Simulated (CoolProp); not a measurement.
Isobutene at 298.15 K and 0.214 MPa is compressed adiabatically to 1.38 MPa with isentropic efficiency 0.9. Each further row changes one setting.

Model: reference Helmholtz-energy equation of state, Lemmon 2005, in CoolProp. It is a short technical equation, of lower accuracy than the large ones.

```csv
case,work (kJ/kg),final temperature (K),final density (kg/m³)
as stated,87.9,367.6,32.6
efficiency 1,79.1,363.8,33.4
efficiency 0.65,122,382.6,29.9
```
